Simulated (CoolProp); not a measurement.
Properties of isohexane along the isotherm 165.45 °C.

Values from CoolProp's reference Helmholtz-energy equation of state, Lemmon 2006. It is a short technical equation, of lower accuracy than the large ones.

```
p (MPa)   phase  density (kg/m³)  cv (kJ/(kg K))  expansivity (1/kK)  fugacity coefficient
-------  ------  ---------------  --------------  ------------------  --------------------
0.326       gas            8.197           2.223               2.816                0.9432
0.652       gas            17.68      (withheld)               3.634            (withheld)
0.978       gas       (withheld)           2.281               5.075                0.8292
1.3      liquid            486.9           2.321               3.708                0.7305
1.63     liquid            489.3           2.320               3.561                0.5920
1.96     liquid            491.5           2.320               3.431                0.5002
2.28     liquid            493.6           2.319          (withheld)                0.4367
2.61     liquid            495.6           2.318               3.212                0.3875
2.93     liquid            497.5           2.318               3.119                0.3505
3.26     liquid            499.4           2.318               3.031                0.3200
3.59     liquid            501.2           2.317               2.950                0.2951
3.91     liquid       (withheld)           2.317               2.877                0.2751
4.24     liquid            504.6           2.317               2.808                0.2576
4.56     liquid            506.2           2.316               2.746                0.2432
```

Fill in the missing entries.


- 0.652, cv (kJ/(kg K)): 2.248
- 0.652, fugacity coefficient: 0.8864
- 0.978, density (kg/m³): 29.21
- 2.28, expansivity (1/kK): 3.318
- 3.91, density (kg/m³): 502.9
